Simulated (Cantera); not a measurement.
Input: 1 mol CH3Cl, 1.7 mol Si, equilibrated at 950 Pa.

Cantera equilibrium calculation (NASA polynomials, part measured and part estimated; ideal gas, pure solids and liquids). Candidate condensed phases: C, C6H6, C7H8, C8H18, Si, SiC; 109 gas species. Gases not in the tables: Si2H6 and higher silanes. Kinetics and transport are ignored.

### Question
Which condensed phases are stable at each of these points (T (°C)): 2275, 2325, 2375, 2425, 2475, 2525, 2575, 2625?

### Answer
```tsv
T (°C)	condensed phases	Si condensed (%)
2275	C(graphite) + SiC(s)	27.8
2325	C(graphite)	0.0
2375	C(graphite)	0.0
2425	gas only	0.0
2475	gas only	0.0
2525	gas only	0.0
2575	gas only	0.0
2625	gas only	0.0
```

At 2275 °C the condensed part is C(graphite) + SiC(s). From 2325 °C to 2375 °C the condensed part is C(graphite). From 2425 °C to 2625 °C nothing is condensed.
